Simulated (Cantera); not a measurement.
An isothermal, constant-pressure homogeneous reactor starts with 45.5 % NH₃, 54.5 % H₂, at 1700 K and 0.572 atm.

Detailed kinetics in Cantera: the gas-phase N/H chemistry of the illustrative SiF4/NH3 mechanism in the Surface Chemkin manual (1991). Walls and surfaces, which speed up NH3 decomposition in real reactors, are not modelled.

x: mole fraction; the columns are a selection and need not sum to one.

| t (s) | x NH₃ | x H₂ | x N₂ | x N₂H₂ | x H | x NH₂ | x N₂H₄ |
|---|---|---|---|---|---|---|---|
| 4.00e-6 | 0.455 | 0.545 | <1e-12 | <1e-12 | 1.57e-7 | 3.16e-7 | <1e-12 |
| 3.00e-5 | 0.455 | 0.545 | 4.07e-12 | 6.16e-11 | 1.14e-6 | 2.40e-6 | 2.51e-11 |
| 0.000225 | 0.455 | 0.545 | 2.47e-8 | 5.83e-9 | 8.51e-6 | 1.80e-5 | 1.54e-9 |
| 0.00169 | 0.454 | 0.545 | 2.20e-5 | 2.65e-7 | 4.90e-5 | 0.000103 | 5.15e-8 |
| 0.0126 | 0.453 | 0.547 | 0.000605 | 4.06e-7 | 5.94e-5 | 0.000125 | 7.49e-8 |
| 0.0949 | 0.440 | 0.555 | 0.00497 | 3.89e-7 | 6.08e-5 | 0.000122 | 7.20e-8 |
| 0.711 | [?] | [?] | [?] | [?] | [?] | [?] | [?] |
| 5.33 | [?] | [?] | [?] | [?] | [?] | [?] | [?] |
| 40.0 | 0.0118 | 0.836 | 0.152 | 9.52e-10 | 0.000170 | 6.08e-6 | 1.78e-10 |
| 300 | 0.00122 | 0.843 | 0.156 | 1.12e-11 | 0.000179 | 6.56e-7 | 2.07e-12 |

Task: What belongs in the gaps?

Result: 
- 0.711, x NH₃: 0.360
- 0.711, x H₂: 0.607
- 0.711, x N₂: 0.0324
- 0.711, x N₂H₂: 2.85e-7
- 0.711, x H: 7.07e-5
- 0.711, x NH₂: 0.000106
- 0.711, x N₂H₄: 5.43e-8
- 5.33, x NH₃: 0.126
- 5.33, x H₂: 0.761
- 5.33, x N₂: 0.113
- 5.33, x N₂H₂: 5.73e-8
- 5.33, x H: 0.000115
- 5.33, x NH₂: 4.85e-5
- 5.33, x N₂H₄: 1.13e-8
